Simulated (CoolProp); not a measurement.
Vapour-liquid equilibrium of R113 (1) + acetone (2) at 140.85 °C; x and y are mole fractions of (1).

Model: multi-fluid Helmholtz-energy mixture model, Marx 1992 and Lemmon 2006; pair parameters Bell 2016, in CoolProp.

Problem. Give the bubble pressure and the first vapour's composition at x = 0.15, 0.25, 0.85. Is there an azeotrope?

Solution. x = 0.15: 1.060 MPa, y = 0.209; x = 0.25: 1.109 MPa, y = 0.313; x = 0.85: 1.121 MPa, y = 0.810. y crosses x between x = 0.55 and 0.65: the model has an azeotrope there.

The pair parameters rest on a limited set of measurements; away from them the model extrapolates.
